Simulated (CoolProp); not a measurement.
A single-stage vapour-compression cycle with R152A: evaporating at 295.15 K (dew point), condensing at 357.15 K (bubble point), superheat 8 K, subcooling 5 K, compressor efficiency 0.8, no pressure losses. Each further row changes one setting.

The numbers come from the reference Helmholtz-energy equation of state, Outcalt 1996 in CoolProp. It is a modified Benedict-Webb-Rubin equation, recast in Helmholtz form.

| case | cooling COP | pressure ratio | discharge temperature (K) | refrigerating effect (kJ/kg) | volumetric capacity (kJ/m³) |
|---|---|---|---|---|---|
| as stated | 2.70 | 4.67 | 386.7 | 181 | 2920 |
| evaporating temperature 300.15 K | 3.06 | 4.03 | 384.6 | 184 | 3450 |
| condensing temperature 352.15 K | 3.07 | 4.21 | 380.5 | 192 | 3100 |
| subcooling 10 K | 2.87 | 4.67 | 386.7 | 192 | 3110 |
| superheat 18 K | 2.73 | 4.67 | 396.5 | 193 | 2970 |
| compressor efficiency 0.7 | 2.36 | 4.67 | 392.6 | 181 | 2920 |
